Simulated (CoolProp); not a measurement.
Vapour-liquid equilibrium of R134a (1) + R123 (2) at 0.26 MPa; x and y are mole fractions of (1).

Computed with CoolProp (multi-fluid Helmholtz-energy mixture model, Tillner-Roth 1994 and Younglove 1994; pair parameters Bell 2016).

**Question.** Give the bubble temperature and the first vapour's composition at x = 0.275, 0.425, 0.5. Is there an azeotrope?

**Answer.** x = 0.275: 295.7 K, y = 0.745; x = 0.425: 286.8 K, y = 0.849; x = 0.5: 283.5 K, y = 0.881. No azeotrope shows between x = 0.05 and 0.95.

The pair parameters rest on a limited set of measurements; away from them the model extrapolates.
